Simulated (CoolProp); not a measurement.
Vapour-liquid equilibrium of CH2F2 (R32) (1) + R1234yf (2) at 223.7 K; x and y are mole fractions of (1).

Computed with CoolProp (multi-fluid Helmholtz-energy mixture model, Tillner-Roth 1997 and Lemmon 2022; pair parameters Bell 2023).

Problem. Give the bubble pressure and the first vapour's composition at x = 0.05, 0.2, 0.725. Is there an azeotrope?

Solution. x = 0.05: 0.04575 MPa, y = 0.200; x = 0.2: 0.06567 MPa, y = 0.520; x = 0.725: 0.1039 MPa, y = 0.849. No azeotrope shows between x = 0.05 and 0.95.

Pair parameters are fitted to limited data, so mixtures are less certain than the pure fluids.
